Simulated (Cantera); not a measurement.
Feed: 1 mol Si, a varied amount of NF₃, 1.3 mol H₂, held at 800 K and 1.33 mbar.

Cantera equilibrium calculation (NASA polynomials, part measured and part estimated; ideal gas, pure solids and liquids). Candidate condensed phases: Si, Si₃N₄; 37 gas species. Kinetics and transport are ignored.

x: gas mole fraction; n: condensed amount in mol.

| n(NF₃) (mol) | x H₂ | x HF | x SiF₄ | x F₂ | x N₂ | x F | x NF₃ | n Si₃N₄(s) |
|---|---|---|---|---|---|---|---|---|
| 0.85 | 0.613 | 0.000118 | 0.301 | <1e-12 | 0.0864 | <1e-12 | <1e-12 | 0.121 |
| 0.98 | 0.553 | 0.000121 | 0.313 | <1e-12 | 0.133 | <1e-12 | <1e-12 | 0.0883 |
| 1.1 | 0.508 | 0.000122 | 0.322 | <1e-12 | 0.169 | <1e-12 | <1e-12 | 0.0583 |
| 1.3 | 0.447 | 0.000120 | 0.335 | <1e-12 | 0.218 | <1e-12 | <1e-12 | 0.00835 |
| 1.5 | 0.318 | 0.152 | 0.303 | <1e-12 | 0.227 | <1e-12 | <1e-12 | 0 |
| 1.7 | 0.203 | 0.297 | 0.270 | <1e-12 | 0.230 | <1e-12 | <1e-12 | 0 |
| 2 | 0.0698 | 0.465 | 0.233 | <1e-12 | 0.233 | <1e-12 | <1e-12 | 0 |
| 2.3 | <1e-12 | [?] | [?] | [?] | 0.231 | [?] | [?] | 0 |
| 2.7 | <1e-12 | 0.441 | 0.169 | 0.0920 | 0.229 | 0.0691 | 0.000361 | 0 |
| 3.1 | <1e-12 | [?] | [?] | [?] | 0.228 | [?] | [?] | 0 |
| 3.6 | <1e-12 | 0.329 | 0.127 | 0.211 | 0.227 | 0.105 | 0.00125 | 0 |
| 4.1 | <1e-12 | 0.289 | 0.111 | 0.256 | 0.227 | 0.115 | 0.00167 | 0 |

Question: What belongs in the gaps?

Answer: 
- 3.1, x HF: 0.383
- 3.1, x SiF₄: 0.147
- 3.1, x F₂: 0.153
- 3.1, x F: 0.0890
- 3.1, x NF₃: 0.000771
- 2.3, x HF: 0.523
- 2.3, x SiF₄: 0.201
- 2.3, x F₂: 0.0158
- 2.3, x F: 0.0286
- 2.3, x NF₃: 2.59e-5
